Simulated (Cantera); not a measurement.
A closed system holds: 1 mol CuO, 12 mol CO, held at 26.0 Pa.

These are equilibrium values from Cantera (NASA tables, ideal gas, pure condensed phases), not measurements of a reactor. Candidate condensed phases: C, Cu, CuO, Cu₂O; 15 gas species. Rates play no part.

x: gas mole fraction; n: condensed amount in mol.

| T (°C) | x CO | x CO₂ | x Cu | x O | x O₂ | n Cu(s) | n Cu(l) |
|---|---|---|---|---|---|---|---|
| 827 | 0.917 | 0.0833 | 2.29e-6 | <1e-12 | <1e-12 | 1.000 | 0 |
| 1027 | 0.916 | 0.0833 | ___ | ___ | <1e-12 | 0.993 | 0 |
| 1227 | 0.888 | 0.0807 | 0.0316 | 6.94e-9 | 7.62e-10 | 0 | 0.608 |
| 1427 | 0.846 | 0.0769 | 0.0769 | 1.07e-6 | 1.50e-7 | 0 | 0 |
| 1627 | 0.846 | 0.0768 | 0.0769 | ___ | ___ | 0 | 0 |
| 1827 | 0.847 | 0.0749 | 0.0768 | 0.00139 | 0.000258 | 0 | 0 |
| 2027 | 0.851 | 0.0563 | 0.0756 | 0.0147 | 0.00228 | 0 | 0 |

**Question.** Complete the blanks.

**Answer.** 
- 1627, x O: 5.71e-5
- 1627, x O₂: 9.53e-6
- 1027, x Cu: 0.000607
- 1027, x O: 9.46e-12
